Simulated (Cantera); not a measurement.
An isothermal, constant-pressure homogeneous reactor starts with H2 : O2 : N2 = 1.6 : 1 : 1.7 (molar parts), equivalence ratio 0.80, at 1100 K and 0.940 bar.

Detailed kinetics in Cantera: the H2/O2 subset of GRI-Mech 3.0, which has no nitrogen chemistry. The temperature is held fixed by assumption; the heat of reaction is taken as removed at once.

One state of this run: x H2 = 0.000110; x O2 = 0.0572; x O = 9.19e-9; x H2O2 = 8.98e-8; x H = 5.60e-9. x: mole fraction; the columns are a selection and need not sum to one.

### Question
Which value of t (s) does it belong to?
(A) 0.00452
(B) 20.0
(C) 0.000700
(D) 0.189

### Answer
D, 0.189
